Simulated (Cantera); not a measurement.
An adiabatic, constant-volume homogeneous reactor starts with CH₃OH : O₂ : N₂ = 1 : 4.05 : 15.2 (molar parts), at 1800 K and 1.00 bar. Integrator tolerance rtol = 1e-08.

Cantera simulation using GRI-Mech 3.0 (53 species, 325 reactions); the numbers are that mechanism's predictions, not measurements. GRI-Mech 3.0 was tuned for natural gas; its chemistry of methanol as a main component is partial and can be far from experiment.

```csv
quantity,before,after
time of steepest temperature rise,34.0 µs,7.96 ms
temperature at 5.00 s,2602 K,2251 K
equilibrium temperature,2602 K,2251 K
x(CH₃OH) at 5.00 s,<1e-12 (gas-phase equilibrium <1e-12),<1e-12 (gas-phase equilibrium <1e-12)
x(O₂) at 5.00 s,0.110 (gas-phase equilibrium 0.110),0.117 (gas-phase equilibrium 0.117)
x(C₂H) at 5.00 s,<1e-12 (gas-phase equilibrium <1e-12),<1e-12 (gas-phase equilibrium <1e-12)
x(C₂H₆) at 5.00 s,<1e-12 (gas-phase equilibrium <1e-12),<1e-12 (gas-phase equilibrium <1e-12)
x(C₂H₂) at 5.00 s,<1e-12 (gas-phase equilibrium <1e-12),<1e-12 (gas-phase equilibrium <1e-12)
x(NO) at 5.00 s,0.0189 (gas-phase equilibrium 0.0189),0.0101 (gas-phase equilibrium 0.0101)
```

Q: What was changed between the two runs?
(A) O2 4.05 to 2.1 parts
(B) constant pressure in place of constant volume
(C) initial temperature 1800 to 1223 K
(D) pressure from 1.00 bar to 12.0 bar

A: C, initial temperature 1800 to 1223 K
